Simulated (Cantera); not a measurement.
A freely propagating, adiabatic, planar premixed flame of 23.9 % H2, 15.9 % O2, 60.0 % N2, 0.132 % H2O, equivalence ratio 0.75, unburnt at 650 K and 82.5 Torr; mixture-averaged transport, grid criteria slope 0.08 and curve 0.16, no radiation.

Detailed kinetics in Cantera: the H2/O2 subset of GRI-Mech 3.0, which has no nitrogen chemistry. Burning velocities carry a grid error of a few per cent, more on coarse grids.

Question: Predict: laminar burning velocity; thermal thickness; peak x(HO2); peak x(OH); peak x(H); peak x(H2O2).

Answer: 
- laminar burning velocity = 609 cm/s
- thermal thickness = 9.06 mm
- peak x(HO2) = 3.67e-5
- peak x(OH) = 0.0177
- peak x(H) = 0.0699
- peak x(H2O2) = 8.96e-7
